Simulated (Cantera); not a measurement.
A closed system holds: 1 mol CuO, 6.9 mol CO, 3.9 mol CH4, at 1002 °C and 1.00 bar.

These are equilibrium values from Cantera (NASA tables, ideal gas, pure condensed phases), not measurements of a reactor. Candidate condensed phases: C, C6H6, C7H8, C8H18, Cu, CuO, Cu(OH)2, Cu2O, H2O; 113 gas species. Equilibrium is a limit: real reactors are often held back by kinetics, nucleation or transport.

Base state: CO 0.500, H2 0.493, H2O 0.00287, CH4 0.00225, CO2 0.00175 (mole fractions); condensed: C(graphite) + Cu(s).

**Question.** What changes in the equilibrium state with this change: CuO replaced by SiO2?

**Answer.** 
| species | before | after |
|---|---|---|
| H2 | 0.493 | 0.526 |
| CO | 0.500 | 0.467 |
| H2O | 0.00287 | 0.00286 |
| CH4 | 0.00225 | 0.00257 |
| CO2 | 0.00175 | 0.00153 |
| C(graphite), mol | 2.94 | 3.93 |
| Cu(s), mol | 1.000 | 0 |
| SiO2(β-quartz), mol | 0 | 1.00 |
The tables hold silica as quartz up to 1696 K and as liquid above; real silica turns to tridymite and cristobalite and melts near 1996 K. Further candidate phases: Si, SiC, SiO2.
